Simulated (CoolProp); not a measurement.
Properties of CF4 (R14) along the isotherm 500 K (Tc = 227.4 K, pc = 37.62 bar, ω = 0.178).

The numbers come from the reference Helmholtz-energy equation of state, Platzer 1990 in CoolProp. This equation is an older, rougher fit.

| p (bar) | phase | density (kg/m³) | cp (kJ/(kg K)) | fugacity coefficient |
|---|---|---|---|---|
| 2.35 | gas | 4.974 | 0.9094 | 1.000 |
| 4.7 | gas | 9.946 | 0.9109 | 1.000 |
| 7.05 | gas | 14.92 | 0.9124 | 1.001 |
| 9.41 | gas | 19.90 | 0.9138 | 1.001 |
| 11.8 | gas | 24.96 | 0.9153 | 1.001 |
| 14.1 | gas | 29.81 | 0.9167 | 1.001 |
| 16.5 | gas | 34.88 | 0.9182 | 1.001 |
| 18.8 | gas | 39.73 | 0.9196 | 1.002 |
